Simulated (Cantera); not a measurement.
A closed system holds: 1 mol TiCl4, 0.06 mol O2, held at 69.0 Pa.

Cantera equilibrium calculation (NASA polynomials, part measured and part estimated; ideal gas, pure solids and liquids). Candidate condensed phases: Ti, TiCl2, TiCl3, TiCl4, TiO, TiO2, Ti2O3, Ti3O5, Ti4O7; 15 gas species. The tables' values for TiCl2 are old estimates; treat these amounts as uncertain. Condensed phases not in the tables: TiOCl. The numbers say what is thermodynamically allowed, not how fast it happens.

log p: log10 of the partial pressure in bar; n: condensed amount in mol.

```csv
T (K),log p TiCl4,log p Cl,log p TiCl3,log p Cl2,log p TiOCl2,n TiO2(rutile)
773,-3.21,-7.36,-12.52,-4.11,<-15,0.0600
873,-3.21,-6.41,-10.80,-4.11,…,0.0600
973,-3.21,-5.65,-9.43,-4.11,…,0.0600
1073,-3.22,-5.04,-8.32,-4.14,…,0.0600
1173,-3.22,-4.55,-7.37,-4.20,…,0.0600
1273,-3.23,-4.20,-6.53,-4.37,…,0.0600
1373,-3.25,-3.98,-5.73,-4.68,…,0.0600
1473,-3.27,-3.87,-4.96,-5.11,…,0.0598
1573,-3.33,-3.77,-4.34,-5.48,…,0.0592
1673,-3.47,-3.64,-3.93,-5.72,…,0.0569
```

Q: Fill in the missing entries.

A: 
- 873, log p TiOCl2: -14.01
- 973, log p TiOCl2: -12.14
- 1073, log p TiOCl2: -10.63
- 1173, log p TiOCl2: -9.38
- 1273, log p TiOCl2: -8.33
- 1373, log p TiOCl2: -7.44
- 1473, log p TiOCl2: -6.68
- 1573, log p TiOCl2: -6.04
- 1673, log p TiOCl2: -5.52
